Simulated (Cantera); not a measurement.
Charge: 1 mol AlN, a varied amount of Cl₂, 0.82 mol H₂O, held at 2100 K and 1.00 Torr.

Equilibrium computed with Cantera from the NASA thermochemical tables; the gas is ideal and each condensed phase is pure. Candidate condensed phases: Al, AlCl₃, AlN, Al₂O₃, H₂O, NH₄Cl; 45 gas species. The tables' values for AlCl₂ are old estimates; treat these amounts as uncertain. Rates play no part.

Task: At 26 mol Cl₂, list the 5 most abundant gas species with their mole fractions, and the condensed phases.

Result: Cl 0.945, HCl 0.0314, N₂ 0.00962, AlCl₃ 0.00558, AlOCl 0.00250. Condensed: Al₂O₃(s).
